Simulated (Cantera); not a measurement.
A closed system holds: 1 mol Pb, 0.9 mol CO, 0.53 mol H₂, equilibrated at 650 °C and 2.10 bar.

These are equilibrium values from Cantera (NASA tables, ideal gas, pure condensed phases), not measurements of a reactor. Candidate condensed phases: C, C₆H₆, C₇H₈, C₈H₁₈, H₂O, Pb, PbO, PbO₂, Pb₃O₄; 113 gas species. The numbers say what is thermodynamically allowed, not how fast it happens.

Base state: H₂ 0.287, CO₂ 0.277, CO 0.204, H₂O 0.191, CH₄ 0.0404 (mole fractions); condensed: C(graphite) + Pb(l).

Question: What changes in the equilibrium state with this change: pressure from 2.10 bar to 1.33 mbar?

Answer: 
| species | before | after |
|---|---|---|
| CO | 0.204 | 0.626 |
| H₂ | 0.287 | 0.370 |
| Pb | 1.21e-6 | 0.00190 |
| CO₂ | 0.277 | 0.00165 |
| H₂O | 0.191 | 0.000477 |
| CH₄ | 0.0404 | 4.25e-5 |
| C(graphite), mol | 0.405 | 0.00298 |
| Pb(l), mol | 1.000 | 0.997 |

Question: What changes in the equilibrium state with this change: pressure from 2.10 bar to 15.0 Pa?

Answer: 
| species | before | after |
|---|---|---|
| CO | 0.204 | 0.618 |
| H₂ | 0.287 | 0.364 |
| Pb | 1.21e-6 | 0.0169 |
| CO₂ | 0.277 | 0.000181 |
| H₂O | 0.191 | 5.22e-5 |
| CH₄ | 0.0404 | 4.63e-6 |
| C(graphite), mol | 0.405 | 0.000332 |
| Pb(l), mol | 1.000 | 0.975 |

Question: What changes in the equilibrium state with this change: temperature from 650 °C to 1227 °C?

Answer: 
```csv
species,before,after
CO,0.204,0.621
H₂,0.287,0.365
Pb,1.21e-6,0.0117
CO₂,0.277,0.000538
H₂O,0.191,0.000818
CH₄,0.0404,0.000718
"C(graphite), mol",0.405,0.000909
"Pb(l), mol",1.000,0.983
```
